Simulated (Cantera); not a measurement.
An isothermal, constant-pressure homogeneous reactor starts with CO : O₂ : H₂O : N₂ = 0.0017 : 0.026 : 0.038 : 1 (molar parts), at 1475 K and 10.0 bar. Integrator tolerance rtol = 1e-08.

Model: GRI-Mech 3.0 (53 species, 325 reactions), integrated in Cantera.

```csv
quantity,before,after
x(CO) at 80.0 s,1.11e-8 (gas-phase equilibrium 1.11e-8),1.08e-8 (gas-phase equilibrium 1.09e-8)
x(O₂) at 80.0 s,0.0236 (gas-phase equilibrium 0.0234),0.0227 (gas-phase equilibrium 0.0225)
x(H₂O) at 80.0 s,0.0357 (gas-phase equilibrium 0.0357),0.0723 (gas-phase equilibrium 0.0723)
x(NO) at 80.0 s,2.96e-6 (gas-phase equilibrium 0.000396),2.79e-6 (gas-phase equilibrium 0.000381)
x(OH) at 80.0 s,1.22e-5 (gas-phase equilibrium 1.22e-5),1.72e-5 (gas-phase equilibrium 1.72e-5)
x(N₂O) at 80.0 s,8.48e-8 (gas-phase equilibrium 8.45e-8),8.00e-8 (gas-phase equilibrium 7.97e-8)
x(H₂) at 80.0 s,9.95e-8 (gas-phase equilibrium 9.99e-8),2.06e-7 (gas-phase equilibrium 2.06e-7)
```

Problem. Name the change that produced these shifts.
A) H2O 0.038 to 0.08 parts
B) temperature 1475 to 1423 K
C) pressure from 10.0 bar to 0.250 bar
D) pressure from 10.0 bar to 1.01 bar

Solution. A, H2O 0.038 to 0.08 parts
